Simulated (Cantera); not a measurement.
Input (Python, Cantera) and output of one run.

```python
import numpy as np
import cantera as ct

gas_names = """
    CL CL2 H HCL H2 Si SiCL SiCL2 SiCL3 SiCL4 SiH SiHCL3 SiH2 SiH2CL2 SiH3 SiH3CL SiH4 Si2 Si3
""".split()
cond_names = """
    Si(cr) Si(L)
""".split()


# ... load() reads the species with a 1 bar reference pressure and builds the phases ...
atoms = {
    'SiCl4': {'Si': 1, 'CL': 4},
    'HCl': {'H': 1, 'CL': 1},
    'H2': {'H': 2},
}
top_T = {}  # K; cautious upper limits of use, not melting points


# ... equilibrate(T, P, feed) seeds the gas with the atoms and calls Mixture.equilibrate('TP', solver="vcs", rtol=1e-11, max_steps=5000) ...
results = []
feed = {'SiCl4': 1, 'HCl': 3.5, 'H2': 13}  # mol
P = 12000  # Pa
for T in [598, 698, 798, 898, 998, 1098, 1198, 1298, 1398, 1498]:
    mix = equilibrate(T, P, feed)
    results.append((T, P, feed, dict(zip(mix.species_names, mix.species_moles))))

top = {s: max(r[3][s] / sum(r[3][g] for g in gas_names) for r in results) for s in gas_names}
cols = sorted((s for s in top if top[s] > 1e-06), key=lambda s: -top[s])[:7]
seen = [c for c in cond_names if any(r[3].get(c, 0) > 1e-12 for r in results)]
print("log10 of partial pressures in bar; condensed amounts in mol")
print(f"{'T/K':>10s}" + "".join(f"{s[:9]:>10s}" for s in cols + seen))
for T, P, feed, n in results:
    ng = sum(n[g] for g in gas_names)
    print(f"{T:10.4g}" + "".join(f"{np.log10(max(n[s] / ng * P / 1e5, 1e-99)):10.3f}" for s in cols)
          + "".join(f"{n.get(c, 0):10.4g}" for c in seen))
```

Output:

```
log10 of partial pressures in bar; condensed amounts in mol
       T/K        H2       HCL     SiCL4     SiCL2     SiCL3    SiHCL3   SiH2CL2
       598    -1.050    -1.620    -2.164   -17.034   -11.180    -6.175   -11.490
       698    -1.050    -1.620    -2.164   -13.224    -8.959    -5.299    -9.617
       798    -1.050    -1.619    -2.165   -10.387    -7.303    -4.651    -8.231
       898    -1.050    -1.619    -2.168    -8.197    -6.025    -4.156    -7.167
       998    -1.051    -1.617    -2.175    -6.463    -5.014    -3.769    -6.330
      1098    -1.052    -1.612    -2.191    -5.068    -4.204    -3.468    -5.667
      1198    -1.055    -1.602    -2.230    -3.954    -3.565    -3.253    -5.160
      1298    -1.063    -1.573    -2.336    -3.134    -3.123    -3.171    -4.857
      1398    -1.078    -1.526    -2.576    -2.638    -2.922    -3.281    -4.810
      1498    -1.093    -1.486    -2.965    -2.393    -2.931    -3.559    -4.952
```

These are equilibrium values from Cantera (NASA tables, ideal gas, pure condensed phases), not measurements of a reactor. The tables' values for SiCl3 are old estimates; treat these amounts as uncertain.
